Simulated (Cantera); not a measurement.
## Thermodynamics of halide evaporation, hydrolysis and transport, feed MgF2 + O2 + H2

Feed: 1 mol MgF2, 0.086 mol O2, 80 mol H2, equilibrated at 1723 K and 750 Torr.

Equilibrium computed with Cantera from the NASA thermochemical tables; the gas is ideal and each condensed phase is pure. Candidate condensed phases: H2O, Mg, MgF2, MgO, Mg(OH)2; 31 gas species. Mutual solubility and eutectic melting of coexisting phases are not modelled. The tables' values for MgH are old estimates; treat these amounts as uncertain. Equilibrium is a limit: real reactors are often held back by kinetics, nucleation or transport.

```yaml
x(H2): 0.990
x(HF): 0.00674
x(MgF2): 0.00151
x(Mg): 0.00122
x(MgF): 0.000255
x(H): 0.000181
x(H2O): 0.000122
x(MgH): 1.54e-5
n(MgF2(l)): 0.596 mol
n(MgO(s)): 0.162 mol
gas_amount: 80.52 mol
log10 activity of Mg(l) (absent): -3.92
```
